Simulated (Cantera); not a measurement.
A freely propagating, adiabatic, planar premixed flame of 38.1 % H2, 15.9 % O2, 46.1 % N2, equivalence ratio 1.2, unburnt at 650 K and 460000 Pa; multicomponent+Soret transport, grid criteria slope 0.08 and curve 0.16, no radiation.

Cantera simulation using the H2/O2 subset of GRI-Mech 3.0, which has no nitrogen chemistry; the numbers are that mechanism's predictions, not measurements. The hydrogen kinetics of GRI-Mech 3.0 are dated; newer H2 mechanisms differ, most at raised pressure. Burning velocities carry a grid error of a few per cent, more on coarse grids.

Question: Predict: laminar burning velocity; thermal thickness; peak x(H); peak x(H2O2); peak x(OH).

Answer: 
```
Property                      Value
------------------------  ---------
laminar burning velocity  1140 cm/s
thermal thickness         0.0615 mm
peak x(H)                    0.0624
peak x(H2O2)                5.16e-5
peak x(OH)                   0.0239
```
